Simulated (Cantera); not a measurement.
What does this Cantera script print?

```python
import numpy as np
import cantera as ct

gas = ct.Solution("gri30.yaml")
gas.TPX = 1500, 101325, {'H2': 1, 'O2': 0.98, 'N2': 3.69, 'NO': 0.042}
reactor = ct.IdealGasConstPressureReactor(gas, energy="on", clone=False)
net = ct.ReactorNet([reactor])
net.rtol, net.atol = 1e-08, 1e-16
show = ['H2', 'O2', 'NO', 'H2O', 'O']
times = np.geomspace(2e-06, 0.6, 12)

steps = ct.SolutionArray(gas, extra=["t"])
rows = []
print(f"{'t/s':>10s}{'T/K':>9s}{'P/Pa':>11s}" + "".join(f"{s:>11s}" for s in show))
for t in times:
    while net.time < t:
        t_next = net.step()
        steps.append(gas.state, t=t_next)
    rows.append([np.interp(t, steps.t, y) for y in (steps.T, steps.P, *steps(*show).X.T)])
    print(f"{t:10.3e}{rows[-1][0]:9.1f}{rows[-1][1]:11.4g}" + "".join(f"{x:11.3e}" for x in rows[-1][2:]))
rate = np.gradient(steps.T, steps.t)
print("integrator steps:", len(steps.t))
if steps.T.max() > steps.T[0] + 200:
    print(f"time of steepest temperature rise: {steps.t[rate.argmax()]:.4e} s")
gas.TPX = 1500, 101325, {'H2': 1, 'O2': 0.98, 'N2': 3.69, 'NO': 0.042}
gas.equilibrate("HP")
print(f"equilibrium (HP): T = {gas.T:.1f} K  " + "  ".join(f"{s} {gas[s].X[0]:.3e}" for s in show))
```

Output:

```
       t/s      T/K       P/Pa         H2         O2         NO        H2O          O
 2.000e-06   1500.0  1.013e+05  1.751e-01  1.716e-01  7.353e-03  8.228e-07  2.315e-07
 6.294e-06   1500.1  1.013e+05  1.749e-01  1.715e-01  7.352e-03  1.175e-04  2.322e-05
 1.981e-05   1808.8  1.013e+05  2.141e-02  8.703e-02  7.512e-03  1.240e-01  3.336e-02
 6.234e-05   2261.8  1.013e+05  1.416e-02  8.421e-02  7.809e-03  1.510e-01  1.875e-02
 1.962e-04   2519.0  1.013e+05  6.181e-03  8.577e-02  8.080e-03  1.710e-01  7.543e-03
 6.175e-04   2559.5  1.013e+05  4.693e-03  8.623e-02  8.526e-03  1.747e-01  5.669e-03
 1.943e-03   2558.0  1.013e+05  4.674e-03  8.570e-02  9.692e-03  1.748e-01  5.607e-03
 6.116e-03   2554.6  1.013e+05  4.638e-03  8.457e-02  1.218e-02  1.750e-01  5.482e-03
 1.925e-02   2551.4  1.013e+05  4.603e-03  8.347e-02  1.458e-02  1.752e-01  5.363e-03
 6.058e-02   2551.0  1.013e+05  4.598e-03  8.331e-02  1.492e-02  1.752e-01  5.346e-03
 1.906e-01   2551.0  1.013e+05  4.598e-03  8.331e-02  1.492e-02  1.752e-01  5.346e-03
 6.000e-01   2551.0  1.013e+05  4.598e-03  8.331e-02  1.492e-02  1.752e-01  5.346e-03
integrator steps: 1197
time of steepest temperature rise: 1.3987e-05 s
equilibrium (HP): T = 2551.0 K  H2 4.598e-03  O2 8.331e-02  NO 1.492e-02  H2O 1.752e-01  O 5.346e-03
```

Cantera simulation using GRI-Mech 3.0 (53 species, 325 reactions); the numbers are that mechanism's predictions, not measurements.
